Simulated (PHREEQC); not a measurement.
Dissolve 0.02 mol HF, 0.2 mol NH4HS and 0.00081 mol HBF4 per kg of water at 19 °C. Closed to the air; pH follows from the charge balance.

Equilibrium calculation in PHREEQC: ion-association model, phreeqc.dat.

No solid was allowed to form.

### Question
Estimate the pH.

### Answer
pH 7.69.

### Question
In which forms is B present?

### Answer
H3BO3 96 %, H2BO3- 3.4 %, BF(OH)3- 0.8 % of the B.

Species that the database lacks are ignored. Real BF4- forms and hydrolyses slowly; the run takes it at equilibrium.
